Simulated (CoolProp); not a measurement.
C3F8 (R218) along the isobar 29 bar: fugacity coefficient from the reference equation and from simpler models built on Tc = 71.9 °C, pc = 26.40 bar, ω = 0.317; each cubic takes its own stable root.

Values from CoolProp's reference Helmholtz-energy equation of state, Lemmon 2006. It is a short technical equation, of lower accuracy than the large ones.

```json
[
 {"T (°C)": "-49.25", "phase": "liquid", "reference": "0.02199", "van der Waals": "0.1397", "Peng-Robinson": "0.02193"},
 {"T (°C)": "-25.25", "phase": "liquid", "reference": "___", "van der Waals": "___", "Peng-Robinson": "0.06191"},
 {"T (°C)": "-1.25", "phase": "liquid", "reference": "0.1397", "van der Waals": "___", "Peng-Robinson": "0.1381"},
 {"T (°C)": "22.75", "phase": "liquid", "reference": "0.2609", "van der Waals": "0.4227", "Peng-Robinson": "___"},
 {"T (°C)": "46.75", "phase": "liquid", "reference": "0.4229", "van der Waals": "0.5362", "Peng-Robinson": "0.4163"},
 {"T (°C)": "70.75", "phase": "liquid", "reference": "0.6074", "van der Waals": "0.6465", "Peng-Robinson": "0.5909"},
 {"T (°C)": "94.85", "phase": "supercritical", "reference": "___", "van der Waals": "0.7214", "Peng-Robinson": "0.6938"},
 {"T (°C)": "118.85", "phase": "supercritical", "reference": "0.7800", "van der Waals": "___", "Peng-Robinson": "0.7553"},
 {"T (°C)": "142.85", "phase": "supercritical", "reference": "0.8252", "van der Waals": "0.8004", "Peng-Robinson": "0.8025"},
 {"T (°C)": "166.85", "phase": "supercritical", "reference": "0.8602", "van der Waals": "0.8282", "Peng-Robinson": "___"}
]
```

Question: What belongs in the gaps?

Answer: 
- -25.25, reference: 0.06252
- -25.25, van der Waals: 0.2192
- -1.25, van der Waals: 0.3151
- 22.75, Peng-Robinson: 0.2576
- 94.85, reference: 0.7186
- 118.85, van der Waals: 0.7659
- 166.85, Peng-Robinson: 0.8400
